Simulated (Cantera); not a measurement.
Charge: 1 mol SiO2, 13 mol H2, 0.033 mol H2O, equilibrated at 2.70 mbar.

Method: chemical equilibrium by Gibbs-energy minimisation in Cantera with the NASA 1993 tables (ideal gas, pure condensed phases). Candidate condensed phases: H2O, Si, SiO2; 18 gas species. The tables hold silica as quartz up to 1696 K and as liquid above; real silica turns to tridymite and cristobalite and melts near 1996 K. Rates play no part.

What share of the Si ends up in condensed phases as a function of T (K), at 1298, 1373, 1448, 1523, 1598, 1673, 1748, 1823, 1898, 1973, 2048, 2123, 2198?


| T (K) | Si condensed (%) | as |
|---|---|---|
| 1298 | 100.0 | SiO2(β-quartz) |
| 1373 | 100.0 | SiO2(β-quartz) |
| 1448 | 99.9 | SiO2(β-quartz) |
| 1523 | 99.5 | SiO2(β-quartz) |
| 1598 | 97.4 | SiO2(β-quartz) |
| 1673 | 91.8 | SiO2(β-quartz) |
| 1748 | 79.6 | SiO2(condensed) |
| 1823 | 55.3 | SiO2(condensed) |
| 1898 | 10.2 | SiO2(condensed) |
| 1973 | 0.0 | - |
| 2048 | 0.0 | - |
| 2123 | 0.0 | - |
| 2198 | 0.0 | - |
